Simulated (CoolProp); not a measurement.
Sulfur hexafluoride along the isotherm 352.2 K: density (kg/m³) from the reference equation and from simpler models built on Tc = 318.7 K, pc = 37.55 bar, ω = 0.210; each cubic takes its own stable root.

Computed with CoolProp (reference Helmholtz-energy equation of state, Guder 2009).

```json
[
 {"p (bar)": "0.297", "phase": "gas", "reference": "1.484"},
 {"p (bar)": "0.563", "phase": "gas", "reference": "2.818"},
 {"p (bar)": "1.07", "phase": "gas", "reference": "5.374"},
 {"p (bar)": "2.02", "phase": "gas", "reference": "10.21"},
 {"p (bar)": "3.83", "phase": "gas", "reference": "19.59"},
 {"p (bar)": "7.27", "phase": "gas", "reference": "38.07"},
 {"p (bar)": "13.8", "phase": "gas", "reference": "75.87"},
 {"p (bar)": "26.1", "phase": "gas", "reference": "159.9"},
 {"p (bar)": "49.5", "phase": "supercritical", "reference": "414.0"},
 {"p (bar)": "93.9", "phase": "supercritical", "reference": "1058"}
]
```

Task: How far does each simpler model (ideal gas, van der Waals, Soave-Redlich-Kwong, Peng-Robinson) lie from the reference over these 10 states: mean and median of the absolute difference, and the worst?

Result: 
- ideal gas: mean 13.4 %, median 3.6 %, worst -55.7 % at 352.2 K and 93.9 bar
- van der Waals: mean 2.8 %, median 0.1 %, worst -15.5 % at 352.2 K and 93.9 bar
- Soave-Redlich-Kwong: mean 1.2 %, median 0.0 %, worst -10.1 % at 352.2 K and 93.9 bar
- Peng-Robinson: mean 1.1 %, median 0.6 %, worst +3.3 % at 352.2 K and 49.5 bar
